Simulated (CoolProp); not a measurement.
A Linde-Hampson liquefier for CF4 (R14): isothermal reversible compression at 250 K from 1 atm to 10 MPa, throttling to 1 atm, return gas leaving the recuperator 5 K below the feed. Each further row changes one setting.

The numbers come from the reference Helmholtz-energy equation of state, Platzer 1990 in CoolProp. This equation is an older, rougher fit; its heat capacities, sound speeds and derivatives of the liquid may be far off and weren't checked against measurements.

```
case                        liquid yield per pass  compression work (kJ/kg of gas)
--------------------------  ---------------------  -------------------------------
as stated                              (withheld)                             90.8
high pressure 20 MPa                   (withheld)                       (withheld)
warm-end temperature 280 K             (withheld)                       (withheld)
warm-end gap 10 K                      (withheld)                             90.8
```

Task: Fill in the missing entries.

Result: 
- as stated, liquid yield per pass: 0.386
- high pressure 20 MPa, liquid yield per pass: 0.425
- high pressure 20 MPa, compression work (kJ/kg of gas): 100
- warm-end temperature 280 K, liquid yield per pass: 0.236
- warm-end temperature 280 K, compression work (kJ/kg of gas): 109
- warm-end gap 10 K, liquid yield per pass: 0.376
